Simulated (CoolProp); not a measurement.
A simple Rankine cycle with o-xylene: condensing at 329.15 K, boiler at 0.0413 MPa, turbine inlet 391.5 K, turbine efficiency 0.8, pump efficiency 0.7, no recuperator. Each further row changes one setting.

The numbers come from the reference Helmholtz-energy equation of state, Zhou 2012 in CoolProp.

| case | thermal efficiency (%) | net work (kJ/kg) | heat in (kJ/kg) | turbine exit temperature (K) | volume ratio over the turbine |
|---|---|---|---|---|---|
| as stated | 10.5 | 50.4 | 482 | 356.5 | 8.46 |
| turbine inlet 411.5 K | 10.4 | 53.3 | 514 | 376.6 | 8.47 |
| condensing temperature 321.15 K | 11.8 | 58.7 | 496 | 350.8 | 12.2 |
| boiler pressure 0.0289 MPa | 8.9 | 42.8 | 483 | 362.4 | 5.97 |
| turbine efficiency 0.7 | 9.2 | 44.1 | 482 | 360.9 | 8.57 |
